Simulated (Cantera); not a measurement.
Cantera run:

```python
import numpy as np
import cantera as ct

gas_names = """
    B BF BF2 BF3 BH BHF2 BH2 BH3 BO BOF BOF2 BO2 B2 B2O B2O2 B2O3 B3O3F3 B3O3H3 F FO FO2 F2 F2O H HBO
    HBO2 HF HOF HO2 H2 H2F2 H2O H2O2 H3B3O6 H3F3 H4F4 H5F5 H6F6 H7F7 O OH O2 O3
""".split()
cond_names = """
    B(b) B(L) B2O3(L) B3O3H3(cr) H2O(s) H2O(L)
""".split()


# ... load() reads the species with a 1 bar reference pressure and builds the phases ...
atoms = {
    'B2O3': {'B': 2, 'O': 3},
    'HF': {'H': 1, 'F': 1},
    'H2': {'H': 2},
}
top_T = {}  # K; cautious upper limits of use, not melting points


# ... equilibrate(T, P, feed) seeds the gas with the atoms and calls Mixture.equilibrate('TP', solver="vcs", rtol=1e-11, max_steps=5000) ...
results = []
feed = {'B2O3': 1, 'HF': 3.4, 'H2': 0.27}  # mol
for P in [1, 4.2, 18, 75, 320, 1300, 5600, 24000, 100000]:
    for T in [800, 900, 1000, 1100, 1200, 1300, 1400, 1500, 1600, 1700]:
        mix = equilibrate(T, P, feed)
        results.append((T, P, feed, dict(zip(mix.species_names, mix.species_moles))))

for T, P, feed, n in results:
    print(f"{T:7g} {P:10.4g}  " + (" + ".join(c for c in cond_names if n.get(c, 0) > 1e-12) or "gas only"))
```

Output:

```
    800          1  B2O3(L)
    900          1  B2O3(L)
   1000          1  B2O3(L)
   1100          1  B2O3(L)
   1200          1  gas only
   1300          1  gas only
   1400          1  gas only
   1500          1  gas only
   1600          1  gas only
   1700          1  gas only
    800        4.2  B2O3(L)
    900        4.2  B2O3(L)
   1000        4.2  B2O3(L)
   1100        4.2  B2O3(L)
   1200        4.2  B2O3(L)
   1300        4.2  gas only
   1400        4.2  gas only
   1500        4.2  gas only
   1600        4.2  gas only
   1700        4.2  gas only
    800         18  B2O3(L)
    900         18  B2O3(L)
   1000         18  B2O3(L)
   1100         18  B2O3(L)
   1200         18  B2O3(L)
   1300         18  gas only
   1400         18  gas only
   1500         18  gas only
   1600         18  gas only
   1700         18  gas only
    800         75  B2O3(L)
    900         75  B2O3(L)
   1000         75  B2O3(L)
   1100         75  B2O3(L)
   1200         75  B2O3(L)
   1300         75  B2O3(L)
   1400         75  gas only
   1500         75  gas only
   1600         75  gas only
   1700         75  gas only
    800        320  B2O3(L)
    900        320  B2O3(L)
   1000        320  B2O3(L)
   1100        320  B2O3(L)
   1200        320  B2O3(L)
   1300        320  B2O3(L)
   1400        320  gas only
   1500        320  gas only
   1600        320  gas only
   1700        320  gas only
    800       1300  B2O3(L)
    900       1300  B2O3(L)
   1000       1300  B2O3(L)
   1100       1300  B2O3(L)
   1200       1300  B2O3(L)
   1300       1300  B2O3(L)
   1400       1300  B2O3(L)
   1500       1300  gas only
   1600       1300  gas only
   1700       1300  gas only
    800       5600  B2O3(L)
    900       5600  B2O3(L)
   1000       5600  B2O3(L)
   1100       5600  B2O3(L)
   1200       5600  B2O3(L)
   1300       5600  B2O3(L)
   1400       5600  B2O3(L)
   1500       5600  B2O3(L)
   1600       5600  gas only
   1700       5600  gas only
    800    2.4e+04  B2O3(L)
    900    2.4e+04  B2O3(L)
   1000    2.4e+04  B2O3(L)
   1100    2.4e+04  B2O3(L)
   1200    2.4e+04  B2O3(L)
   1300    2.4e+04  B2O3(L)
   1400    2.4e+04  B2O3(L)
   1500    2.4e+04  B2O3(L)
   1600    2.4e+04  B2O3(L)
   1700    2.4e+04  gas only
    800      1e+05  B2O3(L)
    900      1e+05  B2O3(L)
   1000      1e+05  B2O3(L)
   1100      1e+05  B2O3(L)
   1200      1e+05  B2O3(L)
   1300      1e+05  B2O3(L)
   1400      1e+05  B2O3(L)
   1500      1e+05  B2O3(L)
   1600      1e+05  B2O3(L)
   1700      1e+05  B2O3(L)
```

Method: chemical equilibrium by Gibbs-energy minimisation in Cantera with the NASA 1993 tables (ideal gas, pure condensed phases). The tables' values for BF2 are old estimates.
